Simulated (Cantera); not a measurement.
Reactions in the system C-Ca-O

Cantera with NASA thermochemical tables; ideal gases at 1 bar, condensed phases pure. Values are per mole of reaction as written; species without (g) are pure solids or liquids, kept so even where they would boil at 1 bar.

CaO + C = Ca + CO(g)

```tsv
T (K)	ΔH° (kJ)	ΔS° (J/K)	ΔG° (kJ)	log10 K	condensed phases
673	523.2	193.9	392.7	-30.48	CaO(s), C(graphite), Ca(s)
873	522.3	192.8	354.0	-21.18	CaO(s), C(graphite), Ca(s)
1073	520.3	190.8	315.6	-15.36	CaO(s), C(graphite), Ca(s)
1273	527.7	197.4	276.4	-11.34	CaO(s), C(graphite), Ca(l)
1473	526.4	196.5	237.0	-8.40	CaO(s), C(graphite), Ca(l)
```
